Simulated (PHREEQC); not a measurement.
Solution (25 °C): 0.002 mol HF, 0.00021 mol KF, 0.0042 mol (NH4)2SiF6 and 0.00011 mol H3PO4 per kg of water. Closed to the air; pH follows from the charge balance.

Model: ion-association model, wateq4f.dat, run in PHREEQC.

Q: The ionic strength comes out as 0.0136 mol/kgw. What activity coefficients do NH4+, K+, H+, F-, SiF6-2 get?

A: NH4+ 0.89, K+ 0.89, H+ 0.90, F- 0.89, SiF6-2 0.63.

This is a speciation only: nothing precipitates in the calculation. Saturation is exceeded, for instance for Quartz (slow to form); the values hold only as long as no solid forms. Species that the database lacks are ignored. H3PO4, which wateq4f.dat lacks, is added to it with the constant of phreeqc.dat. SiF6-2 is the database's only silicon fluoride.
